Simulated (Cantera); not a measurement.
A Cantera script and what it prints.

```python
import numpy as np
import cantera as ct

gas_names = """
    B BH BH2 BH3 BO BO2 B2 B2O B2O2 B2O3 B3O3H3 H HBO HBO2 HO2 H2 H2O H2O2 H3B3O6 O OH O2 O3
""".split()
cond_names = """
    B(b) B(L) B2O3(L) B3O3H3(cr) H2O(s) H2O(L)
""".split()


# ... load() reads the species with a 1 bar reference pressure and builds the phases ...
atoms = {
    'B2O3': {'B': 2, 'O': 3},
    'O2': {'O': 2},
    'H2': {'H': 2},
}
top_T = {}  # K; cautious upper limits of use, not melting points


# ... equilibrate(T, P, feed) seeds the gas with the atoms and calls Mixture.equilibrate('TP', solver="vcs", rtol=1e-11, max_steps=5000) ...
results = []
feed = {'B2O3': 1, 'O2': 0.093, 'H2': 28}  # mol
P = 610  # Pa
for T in [1575, 1600, 1625, 1650, 1675, 1700, 1725, 1750, 1775, 1800, 1825]:
    mix = equilibrate(T, P, feed)
    results.append((T, P, feed, dict(zip(mix.species_names, mix.species_moles))))

top = {s: max(r[3][s] / sum(r[3][g] for g in gas_names) for r in results) for s in gas_names}
cols = sorted((s for s in top if top[s] > 1e-05), key=lambda s: -top[s])[:9]
seen = [c for c in cond_names if any(r[3].get(c, 0) > 1e-12 for r in results)]
print("log10 of partial pressures in bar; condensed amounts in mol")
print(f"{'T/K':>10s}" + "".join(f"{s[:9]:>10s}" for s in cols + seen))
for T, P, feed, n in results:
    ng = sum(n[g] for g in gas_names)
    print(f"{T:10.4g}" + "".join(f"{np.log10(max(n[s] / ng * P / 1e5, 1e-99)):10.3f}" for s in cols)
          + "".join(f"{n.get(c, 0):10.4g}" for c in seen))
```

Result:

```
log10 of partial pressures in bar; condensed amounts in mol
       T/K        H2      HBO2       HBO      B2O3         H       H2O        BO      B2O2       BO2   B2O3(L)
      1575    -2.239    -3.847    -4.145    -4.031    -5.501    -5.011    -6.037    -5.263    -8.460   0.02101
      1600    -2.239    -3.838    -4.120    -4.030    -5.384    -4.967    -5.909    -5.239    -8.302         0
      1625    -2.240    -3.834    -4.104    -4.041    -5.271    -4.923    -5.794    -5.231    -8.154         0
      1650    -2.240    -3.831    -4.088    -4.053    -5.162    -4.879    -5.681    -5.223    -8.010         0
      1675    -2.240    -3.828    -4.073    -4.065    -5.055    -4.837    -5.573    -5.216    -7.872         0
      1700    -2.241    -3.826    -4.058    -4.077    -4.952    -4.796    -5.468    -5.210    -7.737         0
      1725    -2.241    -3.824    -4.045    -4.089    -4.852    -4.757    -5.367    -5.205    -7.607         0
      1750    -2.242    -3.822    -4.032    -4.102    -4.754    -4.718    -5.269    -5.200    -7.481         0
      1775    -2.243    -3.821    -4.020    -4.115    -4.660    -4.681    -5.174    -5.197    -7.359         0
      1800    -2.243    -3.820    -4.009    -4.128    -4.568    -4.644    -5.083    -5.195    -7.240         0
      1825    -2.244    -3.819    -3.999    -4.142    -4.478    -4.608    -4.994    -5.194    -7.125         0
```

Cantera equilibrium calculation (NASA polynomials, part measured and part estimated; ideal gas, pure solids and liquids).
